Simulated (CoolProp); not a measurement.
Water along the isobar 14.1 MPa: Z from the reference equation and from simpler models built on Tc = 373.9 °C, pc = 22.06 MPa, ω = 0.344; each cubic takes its own stable root.

The numbers come from the reference Helmholtz-energy equation of state, Wagner 2002 in CoolProp.

```csv
T (°C),phase,reference,Redlich-Kwong,Soave-Redlich-Kwong
87.75,liquid,(withheld),(withheld),0.1174
112.95,liquid,(withheld),0.1169,0.1123
138.15,liquid,0.07944,0.1131,0.1083
163.45,liquid,0.07673,(withheld),(withheld)
188.65,liquid,0.07464,0.1083,0.1028
213.95,liquid,0.07313,0.1073,0.1015
239.15,liquid,0.07226,0.1073,0.1011
264.45,liquid,0.07210,0.1087,0.1020
289.65,liquid,0.07291,0.1120,0.1048
314.95,liquid,(withheld),0.1192,0.1108
340.15,gas,0.5887,0.6641,0.6432
365.35,gas,(withheld),0.7209,0.7172
```

Q: Fill in the missing entries.

A: 
- 87.75, reference: 0.08700
- 87.75, Redlich-Kwong: 0.1216
- 112.95, reference: 0.08283
- 163.45, Redlich-Kwong: 0.1103
- 163.45, Soave-Redlich-Kwong: 0.1051
- 314.95, reference: 0.07536
- 365.35, reference: 0.6954
